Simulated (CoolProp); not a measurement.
Saturation properties of R1224YDZ.

Values from CoolProp's reference Helmholtz-energy equation of state, Akasaka 2023.

| T (K) | p (bar) | vapour density (kg/m³) | enthalpy of vaporisation (kJ/kg) | liquid cp (kJ/(kg K)) |
|---|---|---|---|---|
| 224.7 | 0.03707 | 0.2965 | 198.2 | ___ |
| 239.1 | 0.09510 | 0.7185 | 191.8 | 1.052 |
| 253.4 | 0.2132 | 1.531 | 185.4 | 1.071 |
| 267.8 | 0.4329 | 2.972 | 178.9 | ___ |
| 282.1 | 0.8024 | 5.305 | 172.2 | 1.118 |
| 296.5 | 1.390 | 8.910 | 165.3 | ___ |
| 310.9 | 2.269 | 14.20 | 158.0 | 1.177 |
| 325.2 | 3.510 | 21.65 | 150.2 | 1.212 |

Task: What belongs in the gaps?

Result: 
- 224.7, liquid cp (kJ/(kg K)): 1.036
- 267.8, liquid cp (kJ/(kg K)): 1.093
- 296.5, liquid cp (kJ/(kg K)): 1.146

It boils at 288.0 K under 1 atm.
